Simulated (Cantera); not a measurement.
Charge: 1 mol CCl₄, 2 mol F₂, 0.018 mol HCl, equilibrated at 0.0290 bar.

Equilibrium computed with Cantera from the NASA thermochemical tables; the gas is ideal and each condensed phase is pure. Candidate condensed phases: C, C₆H₆, C₇H₈, C₈H₁₈; 118 gas species. Kinetics and transport are ignored.

Q: Which condensed phases are stable at each of these points (T (K)): 2950, 2975, 3000, 3025, 3050, 3075, 3100, 3125, 3150, 3175?

A: 
| T (K) | condensed phases | C condensed (%) |
|---|---|---|
| 2950 | C(graphite) | 22.9 |
| 2975 | C(graphite) | 18.2 |
| 3000 | C(graphite) | 11.5 |
| 3025 | C(graphite) | 2.4 |
| 3050 | gas only | 0.0 |
| 3075 | gas only | 0.0 |
| 3100 | gas only | 0.0 |
| 3125 | gas only | 0.0 |
| 3150 | gas only | 0.0 |
| 3175 | gas only | 0.0 |

From 2950 K to 3025 K the condensed part is C(graphite). From 3050 K to 3175 K nothing is condensed.
